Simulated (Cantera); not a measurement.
An adiabatic, constant-pressure homogeneous reactor starts with 6.28 % CH4, 19.6 % O2, 74.1 % N2, at 1075 K and 9.87 atm.

Computed with Cantera and GRI-Mech 3.0 (53 species, 325 reactions).

Q: Predict: time of steepest temperature rise; temperature at 0.400 s; equilibrium temperature; x(O2) at 0.400 s; x(HO2) at 0.400 s; x(CO2) at 0.400 s.

A: 
```
Quantity                                                            Result
---------------------------------  ---------------------------------------
time of steepest temperature rise                                  21.5 ms
temperature at 0.400 s                                              2330 K
equilibrium temperature                                             2330 K
x(O2) at 0.400 s                     0.0652 (gas-phase equilibrium 0.0652)
x(HO2) at 0.400 s                  7.32e-6 (gas-phase equilibrium 7.32e-6)
x(CO2) at 0.400 s                    0.0616 (gas-phase equilibrium 0.0616)
```
